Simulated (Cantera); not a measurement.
A freely propagating, adiabatic, planar premixed flame of 7.48 % CH₄, 19.4 % O₂, 73.1 % N₂, unburnt at 473 K and 100.0 Torr; mixture-averaged transport, grid criteria slope 0.08 and curve 0.16, no radiation.

Model: GRI-Mech 3.0 (53 species, 325 reactions), integrated in Cantera. Burning velocities carry a grid error of a few per cent, more on coarse grids.

Q: Predict: laminar burning velocity; thermal thickness; peak x(HCN).

A: 
```
Quantity                     Value
------------------------  --------
laminar burning velocity  103 cm/s
thermal thickness          2.34 mm
peak x(HCN)                5.38e-7
```
